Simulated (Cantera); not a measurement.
A perfectly stirred reactor is fed with CH4 : H2 : O2 : N2 : CO2 = 1 : 0.6 : 3.11 : 11.7 : 0.16 (molar parts), at 1000000 Pa; it is adiabatic with a 300 K inlet, and is followed from long to short residence time, starting on the burning branch (τ in s: 0.022, 0.011, 0.0053, 0.0026, 0.0013, 0.00062, 0.0003, 0.00015, 7.2e-05, 3.5e-05, 1.7e-05).

Cantera simulation using GRI-Mech 3.0 (53 species, 325 reactions); the numbers are that mechanism's predictions, not measurements.

x: mole fraction; the columns are a selection and need not sum to one.

```csv
τ (s),T (K),x CH4,x H2,x O2,x H2O2,x OH
0.022,1914,8.55e-6,7.25e-5,0.0497,2.11e-7,0.000805
0.011,1913,1.48e-5,0.000103,0.0498,2.52e-7,0.000899
0.0053,1910,2.55e-5,0.000157,0.0499,3.21e-7,0.00104
0.0026,1905,4.25e-5,0.000243,0.0501,4.20e-7,0.00122
0.0013,1898,6.94e-5,0.000376,0.0504,5.56e-7,0.00142
0.00062,1886,(withheld),(withheld),0.0511,(withheld),(withheld)
0.00030,1868,(withheld),(withheld),0.0522,(withheld),0.00189
0.00015,1837,0.000380,0.00155,0.0542,1.40e-6,0.00199
7.2e-5,1756,0.00109,0.00309,0.0604,2.34e-6,0.00146
3.5e-5,300,0.0604,0.0362,0.188,<1e-12,<1e-12
1.7e-5,300,0.0604,0.0362,0.188,<1e-12,<1e-12
```

Task: What belongs in the gaps?

Result: 
- 0.00062, x CH4: 0.000119
- 0.00062, x H2: 0.000606
- 0.00062, x H2O2: 7.57e-7
- 0.00062, x OH: 0.00167
- 0.00030, x CH4: 0.000207
- 0.00030, x H2: 0.000972
- 0.00030, x H2O2: 1.03e-6
